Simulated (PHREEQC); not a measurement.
## Alkaline etch or developer (model solution)

Consider water at 25 °C with 0.27 mol/kgw TMAH, 0.016 mol/kgw CO2 and 0.0022 mol/kgw Na2CO3. Closed to the air; pH follows from the charge balance.

Computed with PHREEQC (ion-association model, phreeqc.dat).

Each row changes one thing in this solution. Precipitation was switched off in this run.

```tsv
case	pH	ionic strength (mol/kgw)	Na+ (mol/kgw)	NaCO3- (mol/kgw)	HCO3- (mol/kgw)	NaHCO3 (mol/kgw)
as made	13.21	0.292	0.00404	0.000365	8.96e-6	1.01e-8
diluted 100-fold with water	(withheld)	0.00291	4.39e-5	1.09e-7	(withheld)	(withheld)
Na2CO3 from 0.0022 to 0.00022 mol/kgw	13.21	(withheld)	0.000406	3.36e-5	8.16e-6	9.25e-10
Na2CO3 replaced by Na2SiF6 at the same molality	13.18	0.291	0.00406	0.000323	8.32e-6	9.41e-9
CO2 replaced by (NH4)2CO3 at the same molality	13.21	0.292	0.00404	0.000365	8.96e-6	1.01e-8
```

Question: What belongs in the gaps?

Answer: 
- diluted 100-fold with water, pH: 11.35
- diluted 100-fold with water, HCO3- (mol/kgw): 1.36e-5
- diluted 100-fold with water, NaHCO3 (mol/kgw): 2.97e-10
- Na2CO3 from 0.0022 to 0.00022 mol/kgw, ionic strength (mol/kgw): 0.287

Species that the database lacks are ignored. (CH3)4N+ isn't in the database: it is added as a free cation with an ion size of 4 Å. SiF6-2 is the database's only silicon fluoride.
